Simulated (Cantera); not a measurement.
Input: 1 mol C₂H₂, 2.4 mol H₂O, 71 mol H₂, at 2523.15 K and 39.0 Pa.

Equilibrium computed with Cantera from the NASA thermochemical tables; the gas is ideal and each condensed phase is pure. Candidate condensed phases: C, C₆H₆, C₇H₈, C₈H₁₈, H₂O; 110 gas species. The numbers say what is thermodynamically allowed, not how fast it happens.

Base state: H 0.719, H₂ 0.261, CO 0.0167, O 0.00133, H₂O 0.00126, OH 0.000737, CO₂ 1.29e-5 (mole fractions); condensed: gas only.

Task: What changes in the equilibrium state with this change: C₂H₂ replaced by CH₄?

Result: 
| species | before | after |
|---|---|---|
| H | 0.719 | 0.719 |
| H₂ | 0.261 | 0.261 |
| CO | 0.0167 | 0.00828 |
| O | 0.00133 | 0.00462 |
| H₂O | 0.00126 | 0.00436 |
| O₂ | 2.63e-6 | 3.16e-5 |
| OH | 0.000737 | 0.00256 |
| CO₂ | 1.29e-5 | 2.21e-5 |

Task: What changes in the equilibrium state with this change: temperature from 2523.15 K to 950 K?

Result: 
| species | before | after |
|---|---|---|
| H₂ | 0.261 | 0.969 |
| CO | 0.0167 | 0.0259 |
| H₂O | 0.00126 | 0.00500 |
| H | 0.719 | 2.77e-8 |
| O | 0.00133 | <1e-9 |
| OH | 0.000737 | <1e-9 |
| CO₂ | 1.29e-5 | 0.000240 |
